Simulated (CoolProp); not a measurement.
Vapour-liquid equilibrium of octamethyltrisiloxane (MDM) (1) + octamethylcyclotetrasiloxane (D4) (2) at 0.000671 MPa; x and y are mole fractions of (1).

Computed with CoolProp (multi-fluid Helmholtz-energy mixture model, Thol 2017 and Thol 2015; pair parameters Bell 2016).

```tsv
x	bubble temperature, mixture model (K)	bubble temperature, Raoult's law (K)	y, mixture model	y, Raoult's law
0.05	320.1	320.4	0.154	0.140
0.15	317.0	317.5	0.374	0.359
0.25	314.5	314.9	0.526	0.519
0.35	312.4	312.7	0.639	0.639
0.45	310.5	310.7	0.727	0.732
0.55	308.9	309.0	0.799	0.805
0.65	307.3	307.4	0.859	0.864
0.75	305.9	305.9	0.909	0.912
0.85	304.6	304.6	0.950	0.952
0.95	303.3	303.3	0.985	0.985
```

The largest gap from Raoult's law is -0.5 K in bubble temperature, at x = 0.15. No azeotrope shows between x = 0.05 and 0.95.

Pair parameters are fitted to limited data, so mixtures are less certain than the pure fluids.
